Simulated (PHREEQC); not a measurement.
## Reverse-osmosis permeate: speciation

Model water analysis in mmol/kgw, 25 °C, pH 6.35, pe 11:

```csv
constituent,mmol/kgw
Na,0.0829
K,0.0632
Ca,0.322
Mg,0.0637
Cl,0.246
S(6),0.2
Alkalinity (meq/kgw),0.284
Cu(2),0.00129
Zn,0.00013
```

Na is adjusted to close the charge balance.
Valence states are taken as typed.

Equilibrium calculation in PHREEQC: ion-association model, wateq4f.dat.

```
Property                  Value
--------------  ---------------
ionic strength  0.00147 mol/kgw
```

| species | molality | activity | log γ |
|---|---|---|---|
| Ca+2 | 0.000313 | 0.000264 | -0.073 |
| HCO3- | 0.000283 | 0.000271 | -0.018 |
| CO2 | 0.000272 | 0.000272 | 0.000 |
| Cl- | 0.000246 | 0.000236 | -0.019 |
| SO4-2 | 0.000189 | 0.000160 | -0.074 |
| Na+ | 9.25e-5 | 8.86e-5 | -0.019 |
| K+ | 6.31e-5 | 6.05e-5 | -0.019 |
| Mg+2 | 6.16e-5 | 5.21e-5 | -0.073 |
| CaSO4 | 8.42e-6 | 8.42e-6 | 0.000 |
| MgSO4 | 1.95e-6 | 1.95e-6 | 0.000 |
| CaHCO3+ | 9.52e-7 | 9.13e-7 | -0.018 |

This is a speciation only: nothing precipitates in the calculation.
